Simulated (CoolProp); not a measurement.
Aqueous potassium acetate as a coolant, 5 % by mass, freezing at -2.0 °C, 1 atm.

Model: Melinder's fits for secondary coolants, in CoolProp.

```csv
T (°C),Prandtl number,cp (kJ/(kg K)),viscosity (mPa s),conductivity (W/(m K))
1.5,13.8,3.990,1.91,0.551
9.1,10.7,3.988,1.51,0.564
16.7,8.49,3.990,1.23,0.577
24.4,6.92,3.993,1.02,0.589
32,5.76,3.997,0.865,0.600
39.7,4.84,4.000,0.740,0.612
```
